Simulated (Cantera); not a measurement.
An isothermal, constant-pressure homogeneous reactor starts with 0.990 % H2, 99.0 % O2, equivalence ratio 0.0050, at 1150 K and 2000 Pa.

Detailed kinetics in Cantera: the H2/O2 subset of GRI-Mech 3.0, which has no nitrogen chemistry. Radical loss at walls, strong at low pressure, is not modelled.

x: mole fraction; the columns are a selection and need not sum to one.

```json
[
 {"t (s)": "4.00e-5", "x H2": "0.00990", "x O2": "0.990", "x OH": "7.80e-11", "x HO2": "2.02e-10", "x H2O2": "<1e-12"},
 {"t (s)": "0.000144", "x H2": "0.00990", "x O2": "0.990", "x OH": "5.41e-10", "x HO2": "7.27e-10", "x H2O2": "<1e-12"},
 {"t (s)": "0.000517", "x H2": "0.00990", "x O2": "0.990", "x OH": "3.52e-9", "x HO2": "2.63e-9", "x H2O2": "<1e-12"},
 {"t (s)": "0.00186", "x H2": "0.00990", "x O2": "0.990", "x OH": "1.23e-7", "x HO2": "1.06e-8", "x H2O2": "6.82e-12"},
 {"t (s)": "0.00667", "x H2": "0.00355", "x O2": "0.985", "x OH": "0.00160", "x HO2": "2.86e-6", "x H2O2": "[?]"},
 {"t (s)": "0.0240", "x H2": "3.52e-5", "x O2": "0.983", "x OH": "0.000585", "x HO2": "1.49e-6", "x H2O2": "2.83e-8"},
 {"t (s)": "0.0862", "x H2": "1.66e-5", "x O2": "0.987", "x OH": "0.000402", "x HO2": "1.05e-6", "x H2O2": "2.66e-8"},
 {"t (s)": "0.310", "x H2": "3.53e-6", "x O2": "0.989", "x OH": "0.000187", "x HO2": "4.64e-7", "x H2O2": "[?]"},
 {"t (s)": "1.11", "x H2": "4.24e-7", "x O2": "0.990", "x OH": "6.59e-5", "x HO2": "1.19e-7", "x H2O2": "[?]"},
 {"t (s)": "4.00", "x H2": "4.85e-8", "x O2": "0.990", "x OH": "2.26e-5", "x HO2": "2.21e-8", "x H2O2": "[?]"}
]
```

**Question.** What belongs in the gaps?

**Answer.** 
- 0.00667, x H2O2: 1.70e-7
- 0.310, x H2O2: 1.97e-8
- 1.11, x H2O2: 8.36e-9
- 4.00, x H2O2: 1.98e-9
